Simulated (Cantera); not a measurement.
What does this Cantera script print?

```python
import numpy as np
import cantera as ct

gas_names = [...]  # 92 gases of nasa_gas.yaml made of C, H, N
cond_names = """
    C(gr) C6H6(L) C7H8(L) C8H18(L),n-octa
""".split()


# ... load() reads the species with a 1 bar reference pressure and builds the phases ...
atoms = {
    'C': {'C': 1},
    'NH3': {'N': 1, 'H': 3},
    'H2': {'H': 2},
}
top_T = {'C(gr)': 4500}  # K; cautious upper limits of use, not melting points


# ... equilibrate(T, P, feed) seeds the gas with the atoms and calls Mixture.equilibrate('TP', solver="vcs", rtol=1e-11, max_steps=5000) ...
results = []
feed = {'C': 1, 'NH3': 1.2, 'H2': 62}  # mol
P = 170000  # Pa
for T in [1023, 1173, 1323, 1473, 1623, 1773, 1923, 2073, 2223, 2373, 2523, 2673, 2823, 2973]:
    mix = equilibrate(T, P, feed)
    results.append((T, P, feed, dict(zip(mix.species_names, mix.species_moles))))
    x = sorted(zip(gas.X, gas.species_names), reverse=True)
    print(f"T = {T:g} K  P = {P:g} Pa  gas = {mix.phase_moles(0):.4g} mol")
    print("   x: " + "  ".join(f"{s} {v:.3e}" for v, s in x if v > 0.001))
    print("   condensed (mol): " + ("  ".join(f"{mix.phase(i).name} {mix.phase_moles(i):.4g}"
          for i in range(1, mix.n_phases) if mix.phase_moles(i) > 1e-12) or "none"))
```

Output:

```
T = 1023 K  P = 170000 Pa  gas = 63.39 mol
   x: H2 9.747e-01  CH4 1.577e-02  N2 9.425e-03
   condensed (mol): none
T = 1173 K  P = 170000 Pa  gas = 63.4 mol
   x: H2 9.747e-01  CH4 1.577e-02  N2 9.445e-03
   condensed (mol): none
T = 1323 K  P = 170000 Pa  gas = 63.69 mol
   x: H2 9.795e-01  CH4 1.109e-02  N2 9.399e-03
   condensed (mol): C(gr) 0.2918
T = 1473 K  P = 170000 Pa  gas = 64.09 mol
   x: H2 9.857e-01  N2 9.314e-03  CH4 4.850e-03
   condensed (mol): C(gr) 0.6823
T = 1623 K  P = 170000 Pa  gas = 64.24 mol
   x: H2 9.880e-01  N2 9.221e-03  CH4 2.460e-03
   condensed (mol): C(gr) 0.8218
T = 1773 K  P = 170000 Pa  gas = 64.32 mol
   x: H2 9.886e-01  N2 9.063e-03  CH4 1.401e-03
   condensed (mol): C(gr) 0.8569
T = 1923 K  P = 170000 Pa  gas = 64.37 mol
   x: H2 9.881e-01  N2 8.794e-03  HCN 1.003e-03
   condensed (mol): C(gr) 0.8168
T = 2073 K  P = 170000 Pa  gas = 64.43 mol
   x: H2 9.859e-01  N2 8.371e-03  H 2.003e-03  HCN 1.767e-03  C2H2,acetylene 1.208e-03
   condensed (mol): C(gr) 0.6826
T = 2223 K  P = 170000 Pa  gas = 64.53 mol
   x: H2 9.810e-01  N2 7.765e-03  H 4.866e-03  C2H2,acetylene 2.847e-03  HCN 2.831e-03
   condensed (mol): C(gr) 0.4033
T = 2373 K  P = 170000 Pa  gas = 64.72 mol
   x: H2 9.723e-01  H 1.056e-02  N2 7.085e-03  C2H2,acetylene 5.327e-03  HCN 3.968e-03
   condensed (mol): none
T = 2523 K  P = 170000 Pa  gas = 65.07 mol
   x: H2 9.621e-01  H 2.091e-02  N2 6.907e-03  C2H2,acetylene 5.217e-03  HCN 4.124e-03
   condensed (mol): none
T = 2673 K  P = 170000 Pa  gas = 65.65 mol
   x: H2 9.450e-01  H 3.821e-02  N2 6.719e-03  C2H2,acetylene 5.061e-03  HCN 4.231e-03
   condensed (mol): none
T = 2823 K  P = 170000 Pa  gas = 66.57 mol
   x: H2 9.183e-01  H 6.516e-02  N2 6.509e-03  C2H2,acetylene 4.860e-03  HCN 4.284e-03
   condensed (mol): none
T = 2973 K  P = 170000 Pa  gas = 67.95 mol
   x: H2 8.793e-01  H 1.044e-01  N2 6.270e-03  C2H2,acetylene 4.604e-03  HCN 4.276e-03
   condensed (mol): none
```

These are equilibrium values from Cantera (NASA tables, ideal gas, pure condensed phases), not measurements of a reactor.
